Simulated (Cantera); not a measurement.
Input (Python, Cantera) and output of one run.

```python
import numpy as np
import cantera as ct

gas_names = """
    C CH CH2 CH3 CH2OH CH3O CH4 CH3OH CO CO2 COOH C2 C2H CHCO,ketyl C2H2,acetylene C2H2,vinylidene
    CH2CO,ketene C2H3,vinyl CH3CO,acetyl C2H4 C2H4O,ethylen CH3CHO,ethanal CH3COOH (HCOOH)2 C2H5 C2H6
    CH3OCH3 C2H5OH C2O C3 C3H3,propargyl C3H4,allene C3H4,propyne C3H4,cyclo- C3H5,allyl C3H6,propylene
    C3H6,cyclo- C3H6O C3H7,n-propyl C3H7,i-propyl C3H8 C3H8O,1propanol C3H8O,2propanol C3O2 C4 C4H2
    C4H4,1,3-cyclo- C4H6,butadiene C4H6,2-butyne C4H6,cyclo- C4H8,1-butene C4H8,cis2-buten
    C4H8,tr2-butene C4H8,isobutene C4H8,cyclo- (CH3COOH)2 C4H9,n-butyl C4H9,i-butyl C4H9,s-butyl
    C4H9,t-butyl C4H10,isobutane C4H10,n-butane C5 C5H6,1,3cyclo- C5H8,cyclo- C5H10,1-pentene
    C5H10,cyclo- C5H11,pentyl C5H11,t-pentyl C5H12,n-pentane C5H12,i-pentane CH3C(CH3)2CH3 C6H2
    C6H5,phenyl C6H5O,phenoxy C6H6 C6H5OH,phenol C6H10,cyclo- C6H12,1-hexene C6H12,cyclo- C6H13,n-hexyl
    C7H7,benzyl C7H8 C7H8O,cresol C7H14,1-heptene C7H15,n-heptyl C7H16,n-heptane C8H8,styrene
    C8H10,ethylbenz C8H16,1-octene C8H17,n-octyl C8H18,isooctane C8H18,n-octane C9H19,n-nonyl
    C10H8,naphthale C10H21,n-decyl C12H9,o-bipheny C12H10,bipheny H HCO HO2 H2 HCHO,formaldehy HCOOH H2O
    H2O2 O OH O2 O3
""".split()
cond_names = """
    C(gr) C6H6(L) C7H8(L) C8H18(L),n-octa H2O(s) H2O(L)
""".split()


def load(file, names, dense=False):
    # The tables refer to 1 bar. Condensed volumes are neglected.
    table = {s.name: s for s in ct.Species.list_from_file(file)}
    out = []
    for n in names:
        d = dict(table[n].input_data)
        d["thermo"] = dict(d["thermo"], **{"reference-pressure": 1e5})
        if dense:
            d["equation-of-state"] = {"model": "constant-volume", "density": "1e6 g/cm^3"}
        out.append(ct.Species.from_dict(d))
    return out


gas = ct.Solution(thermo="ideal-gas", species=load("nasa_gas.yaml", gas_names))
cond = {s.name: ct.Solution(thermo="fixed-stoichiometry", species=[s], name=s.name)
        for s in load("nasa_condensed.yaml", cond_names, dense=True)}
atoms = {
    'C6H6': {'C': 6, 'H': 6},
    'H2O': {'H': 2, 'O': 1},
    'H2': {'H': 2},
    'O2': {'O': 2},
}
top_T = {'C(gr)': 4500}  # K; cautious upper limits of use, not melting points


def equilibrate(T, P, feed):
    n = {}
    for name, mol in feed.items():
        for a, k in atoms[name].items():
            n[a] = n.get(a, 0.0) + k * mol
    gas.TPX = T, P, n
    mass = sum(n.values()) * gas.mean_molecular_weight
    gas.equilibrate("TP")
    valid = [c for c in cond.values() if c.min_temp <= T <= top_T.get(c.name, c.max_temp)]
    mix = ct.Mixture([(gas, mass / gas.mean_molecular_weight)] + [(c, 0.0) for c in valid])
    mix.T, mix.P = T, P
    mix.equilibrate("TP", solver="vcs", rtol=1e-11, max_steps=5000)
    return mix


results = []
P = 71000  # Pa
for T in [1848, 1948, 2048, 2148, 2248, 2348, 2448, 2548, 2648, 2748, 2848, 2948, 3048]:
    for m in [0.89, 1.6, 2.9, 5.2, 9.2, 17, 30, 53, 96]:
        feed = {'C6H6': 1, 'H2O': 3.5, 'H2': m, 'O2': 0.52}  # mol
        mix = equilibrate(T, P, feed)
        results.append((T, P, feed, dict(zip(mix.species_names, mix.species_moles))))

for T, P, feed, n in results:
    print(f"{T:7g} {feed['H2']:10.4g}  " + (" + ".join(c for c in cond_names if n.get(c, 0) > 1e-12) or "gas only"))
```

Result:

```
   1848       0.89  C(gr)
   1848        1.6  C(gr)
   1848        2.9  C(gr)
   1848        5.2  C(gr)
   1848        9.2  C(gr)
   1848         17  C(gr)
   1848         30  C(gr)
   1848         53  C(gr)
   1848         96  C(gr)
   1948       0.89  C(gr)
   1948        1.6  C(gr)
   1948        2.9  C(gr)
   1948        5.2  C(gr)
   1948        9.2  C(gr)
   1948         17  C(gr)
   1948         30  C(gr)
   1948         53  C(gr)
   1948         96  C(gr)
   2048       0.89  C(gr)
   2048        1.6  C(gr)
   2048        2.9  C(gr)
   2048        5.2  C(gr)
   2048        9.2  C(gr)
   2048         17  C(gr)
   2048         30  C(gr)
   2048         53  C(gr)
   2048         96  C(gr)
   2148       0.89  C(gr)
   2148        1.6  C(gr)
   2148        2.9  C(gr)
   2148        5.2  C(gr)
   2148        9.2  C(gr)
   2148         17  C(gr)
   2148         30  C(gr)
   2148         53  C(gr)
   2148         96  C(gr)
   2248       0.89  C(gr)
   2248        1.6  C(gr)
   2248        2.9  C(gr)
   2248        5.2  C(gr)
   2248        9.2  C(gr)
   2248         17  C(gr)
   2248         30  C(gr)
   2248         53  C(gr)
   2248         96  C(gr)
   2348       0.89  C(gr)
   2348        1.6  C(gr)
   2348        2.9  C(gr)
   2348        5.2  C(gr)
   2348        9.2  C(gr)
   2348         17  C(gr)
   2348         30  C(gr)
   2348         53  C(gr)
   2348         96  C(gr)
   2448       0.89  C(gr)
   2448        1.6  C(gr)
   2448        2.9  C(gr)
   2448        5.2  C(gr)
   2448        9.2  C(gr)
   2448         17  C(gr)
   2448         30  C(gr)
   2448         53  C(gr)
   2448         96  gas only
   2548       0.89  C(gr)
   2548        1.6  C(gr)
   2548        2.9  C(gr)
   2548        5.2  C(gr)
   2548        9.2  C(gr)
   2548         17  C(gr)
   2548         30  C(gr)
   2548         53  gas only
   2548         96  gas only
   2648       0.89  C(gr)
   2648        1.6  C(gr)
   2648        2.9  C(gr)
   2648        5.2  C(gr)
   2648        9.2  C(gr)
   2648         17  C(gr)
   2648         30  C(gr)
   2648         53  gas only
   2648         96  gas only
   2748       0.89  C(gr)
   2748        1.6  C(gr)
   2748        2.9  C(gr)
   2748        5.2  C(gr)
   2748        9.2  C(gr)
   2748         17  C(gr)
   2748         30  gas only
   2748         53  gas only
   2748         96  gas only
   2848       0.89  C(gr)
   2848        1.6  C(gr)
   2848        2.9  C(gr)
   2848        5.2  C(gr)
   2848        9.2  C(gr)
   2848         17  gas only
   2848         30  gas only
   2848         53  gas only
   2848         96  gas only
   2948       0.89  C(gr)
   2948        1.6  C(gr)
   2948        2.9  C(gr)
   2948        5.2  C(gr)
   2948        9.2  gas only
   2948         17  gas only
   2948         30  gas only
   2948         53  gas only
   2948         96  gas only
   3048       0.89  C(gr)
   3048        1.6  C(gr)
   3048        2.9  C(gr)
   3048        5.2  gas only
   3048        9.2  gas only
   3048         17  gas only
   3048         30  gas only
   3048         53  gas only
   3048         96  gas only
```

Equilibrium computed with Cantera from the NASA thermochemical tables; the gas is ideal and each condensed phase is pure.
